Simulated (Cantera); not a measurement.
**Stirred combustor or abatement burner**

A perfectly stirred reactor is fed with CH4 : O2 : N2 : H2O = 1 : 3.39 : 12.7 : 2 (molar parts), equivalence ratio 0.59, at 100000 Pa; it is adiabatic with a 775 K inlet, and is followed from long to short residence time, starting on the burning branch (τ in s: 0.088, 0.033, 0.013, 0.0047, 0.0018, 0.00067, 0.00025, 9.5e-05, 3.6e-05).

Detailed kinetics in Cantera: GRI-Mech 3.0 (53 species, 325 reactions).

```json
[
 {"τ (s)": "0.088", "T (K)": "1876", "x CH4": "7.65e-6", "x O2": "0.0725", "x H2O": "0.208", "x CO2": "0.0520", "x H2": "0.000187"},
 {"τ (s)": "0.033", "T (K)": "1871", "x CH4": "1.52e-5", "x O2": "0.0725", "x H2O": "0.208", "x CO2": "0.0518", "x H2": "0.000310"},
 {"τ (s)": "0.013", "T (K)": "1863", "x CH4": "2.81e-5", "x O2": "0.0726", "x H2O": "0.207", "x CO2": "0.0513", "x H2": "0.000533"},
 {"τ (s)": "0.0047", "T (K)": "1846", "x CH4": "5.48e-5", "x O2": "0.0729", "x H2O": "0.206", "x CO2": "0.0504", "x H2": "0.000976"},
 {"τ (s)": "0.0018", "T (K)": "1821", "x CH4": "0.000105", "x O2": "0.0736", "x H2O": "0.204", "x CO2": "0.0487", "x H2": "0.00168"},
 {"τ (s)": "0.00067", "T (K)": "1778", "x CH4": "0.000221", "x O2": "0.0752", "x H2O": "0.201", "x CO2": "0.0456", "x H2": "0.00277"},
 {"τ (s)": "0.00025", "T (K)": "1711", "x CH4": "0.000538", "x O2": "0.0788", "x H2O": "0.198", "x CO2": "0.0397", "x H2": "0.00417"},
 {"τ (s)": "9.5e-5", "T (K)": "775", "x CH4": "0.0524", "x O2": "0.178", "x H2O": "0.105", "x CO2": "<1e-12", "x H2": "<1e-12"},
 {"τ (s)": "3.6e-5", "T (K)": "775", "x CH4": "0.0524", "x O2": "0.178", "x H2O": "0.105", "x CO2": "<1e-12", "x H2": "<1e-12"}
]
```
x: mole fraction; the columns are a selection and need not sum to one.
